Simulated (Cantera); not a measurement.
Charge: 1 mol AlI₃, 36 mol N₂, 1.5 mol H₂, equilibrated at 1073 K.

Equilibrium computed with Cantera from the NASA thermochemical tables; the gas is ideal and each condensed phase is pure. Candidate condensed phases: Al, AlI₃, AlN, I₂; 19 gas species. Rates play no part.

Task: At 0.360 bar, list the 6 most abundant gas species with their mole fractions, and the condensed phases.

Result: N₂ 0.921, HI 0.0403, H₂ 0.0186, I 0.0101, AlI₃ 0.00680, I₂ 0.00337. Condensed: AlN(s).
